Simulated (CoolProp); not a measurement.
Vapour-liquid equilibrium of dimethyl ether (1) + n-butane (2) at 0.151 MPa; x and y are mole fractions of (1).

Computed with CoolProp (multi-fluid Helmholtz-energy mixture model, Wu 2011 and Bücker 2006; pair parameters Bell 2016).

Give the bubble temperature and the first vapour's composition at x = 0.05, 0.2, 0.35. Is there an azeotrope?

x = 0.05: 279.8 K, y = 0.164; x = 0.2: 271.7 K, y = 0.461; x = 0.35: 266.8 K, y = 0.619. No azeotrope shows between x = 0.05 and 0.95.

Pair parameters are fitted to limited data, so mixtures are less certain than the pure fluids.
